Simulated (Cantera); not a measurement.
Reactions in the system Al-H-O

Cantera with NASA thermochemical tables; ideal gases at 1 bar, condensed phases pure. Values are per mole of reaction as written; species without (g) are pure solids or liquids, kept so even where they would boil at 1 bar.

2 Al + H2O(g) → 2 H(g) + Al2O(g)

```json
[
 {"T (K)": "975", "ΔH° (kJ)": "514.7", "ΔS° (J/K)": "221.4", "ΔG° (kJ)": "298.8", "log10 K": "-16.01"},
 {"T (K)": "1000", "ΔH° (kJ)": "514.6", "ΔS° (J/K)": "221.3", "ΔG° (kJ)": "293.3", "log10 K": "-15.32"},
 {"T (K)": "1025", "ΔH° (kJ)": "514.6", "ΔS° (J/K)": "221.2", "ΔG° (kJ)": "287.8", "log10 K": "-14.67"},
 {"T (K)": "1050", "ΔH° (kJ)": "514.5", "ΔS° (J/K)": "221.2", "ΔG° (kJ)": "282.3", "log10 K": "-14.04"},
 {"T (K)": "1075", "ΔH° (kJ)": "514.4", "ΔS° (J/K)": "221.1", "ΔG° (kJ)": "276.7", "log10 K": "-13.45"},
 {"T (K)": "1100", "ΔH° (kJ)": "514.3", "ΔS° (J/K)": "221.0", "ΔG° (kJ)": "271.2", "log10 K": "-12.88"},
 {"T (K)": "1125", "ΔH° (kJ)": "514.2", "ΔS° (J/K)": "220.9", "ΔG° (kJ)": "265.7", "log10 K": "-12.34"},
 {"T (K)": "1150", "ΔH° (kJ)": "514.1", "ΔS° (J/K)": "220.8", "ΔG° (kJ)": "260.2", "log10 K": "-11.82"},
 {"T (K)": "1175", "ΔH° (kJ)": "514.0", "ΔS° (J/K)": "220.7", "ΔG° (kJ)": "254.6", "log10 K": "-11.32"}
]
```
